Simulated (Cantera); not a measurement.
Input: 1 mol FeS₂, 4.3 mol H₂S, 1.5 mol CO₂, held at 8000 Pa.

These are equilibrium values from Cantera (NASA tables, ideal gas, pure condensed phases), not measurements of a reactor. Candidate condensed phases: C, C₆H₆, C₇H₈, C₈H₁₈, Fe, Fe(CO)₅, FeO, Fe(OH)₂, Fe(OH)₃, FeS, FeSO₄, FeS₂, Fe₂O₃, Fe₂(SO₄)₃, Fe₃O₄, H₂O, H₂SO₄, S; 127 gas species. FeS: taken at fixed stoichiometry. Gases not in the tables: S₃ to S₇. Equilibrium is a limit: real reactors are often held back by kinetics, nucleation or transport.

Question: Which condensed phases are stable at each of these points (T (K)): 923, 998, 1073, 1148, 1223, 1298, 1373, 1448, 1523, 1598, 1673, 1748, 1823, 1898?

Answer: 
```json
[
 {"T (K)": "923", "condensed phases": "FeS(s)", "Fe condensed (%)": "100.0"},
 {"T (K)": "998", "condensed phases": "FeS(s)", "Fe condensed (%)": "100.0"},
 {"T (K)": "1073", "condensed phases": "FeS(s)", "Fe condensed (%)": "100.0"},
 {"T (K)": "1148", "condensed phases": "FeS(s)", "Fe condensed (%)": "100.0"},
 {"T (K)": "1223", "condensed phases": "FeS(s)", "Fe condensed (%)": "100.0"},
 {"T (K)": "1298", "condensed phases": "FeS(s)", "Fe condensed (%)": "100.0"},
 {"T (K)": "1373", "condensed phases": "FeS(s)", "Fe condensed (%)": "100.0"},
 {"T (K)": "1448", "condensed phases": "FeS(s)", "Fe condensed (%)": "100.0"},
 {"T (K)": "1523", "condensed phases": "FeS(l)", "Fe condensed (%)": "100.0"},
 {"T (K)": "1598", "condensed phases": "FeS(l)", "Fe condensed (%)": "100.0"},
 {"T (K)": "1673", "condensed phases": "FeS(l)", "Fe condensed (%)": "100.0"},
 {"T (K)": "1748", "condensed phases": "FeS(l)", "Fe condensed (%)": "100.0"},
 {"T (K)": "1823", "condensed phases": "FeS(l)", "Fe condensed (%)": "99.9"},
 {"T (K)": "1898", "condensed phases": "FeS(l)", "Fe condensed (%)": "99.7"}
]
```

From 923 K to 1448 K the condensed part is FeS(s). From 1523 K to 1898 K the condensed part is FeS(l).
